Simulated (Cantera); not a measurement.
**Reactions in the system F-S-Si**

Standard-state values (1 bar) from the NASA 1993 polynomials, evaluated with Cantera. Values are per mole of reaction as written; species without (g) are pure solids or liquids, kept so even where they would boil at 1 bar. The tables' values for SiF2 are old estimates.

6 SiF2(g) + S2(g) = 2 SF6(g) + 6 Si(g)

```json
[
 {"T (K)": "1473", "ΔH° (kJ)": "3714.1", "ΔS° (J/K)": "-104.8", "ΔG° (kJ)": "3868.5", "log10 K": "-137.18"},
 {"T (K)": "1623", "ΔH° (kJ)": "3722.2", "ΔS° (J/K)": "-99.6", "ΔG° (kJ)": "3883.8", "log10 K": "-124.99"},
 {"T (K)": "1773", "ΔH° (kJ)": "3730.4", "ΔS° (J/K)": "-94.7", "ΔG° (kJ)": "3898.4", "log10 K": "-114.85"},
 {"T (K)": "1923", "ΔH° (kJ)": "3738.8", "ΔS° (J/K)": "-90.2", "ΔG° (kJ)": "3912.2", "log10 K": "-106.27"},
 {"T (K)": "2073", "ΔH° (kJ)": "3747.4", "ΔS° (J/K)": "-85.9", "ΔG° (kJ)": "3925.4", "log10 K": "-98.91"},
 {"T (K)": "2223", "ΔH° (kJ)": "3756.0", "ΔS° (J/K)": "-81.9", "ΔG° (kJ)": "3938.0", "log10 K": "-92.53"},
 {"T (K)": "2373", "ΔH° (kJ)": "3764.8", "ΔS° (J/K)": "-78.1", "ΔG° (kJ)": "3950.0", "log10 K": "-86.95"},
 {"T (K)": "2523", "ΔH° (kJ)": "3773.6", "ΔS° (J/K)": "-74.4", "ΔG° (kJ)": "3961.4", "log10 K": "-82.01"},
 {"T (K)": "2673", "ΔH° (kJ)": "3782.6", "ΔS° (J/K)": "-71.0", "ΔG° (kJ)": "3972.3", "log10 K": "-77.62"},
 {"T (K)": "2823", "ΔH° (kJ)": "3791.6", "ΔS° (J/K)": "-67.7", "ΔG° (kJ)": "3982.8", "log10 K": "-73.69"}
]
```

4 F(g) + Si(g) = SiF4(g)

```tsv
T (K)	ΔH° (kJ)	ΔS° (J/K)	ΔG° (kJ)	log10 K
1473	-2394.1	-543.8	-1593.1	56.49
1623	-2394.1	-543.8	-1511.6	48.65
1773	-2394.0	-543.7	-1430.0	42.13
1923	-2393.9	-543.6	-1348.5	36.63
2073	-2393.7	-543.5	-1266.9	31.92
2223	-2393.5	-543.4	-1185.4	27.85
2373	-2393.3	-543.4	-1103.9	24.30
2523	-2393.1	-543.3	-1022.4	21.17
2673	-2392.9	-543.2	-940.9	18.39
2823	-2392.7	-543.1	-859.4	15.90
```
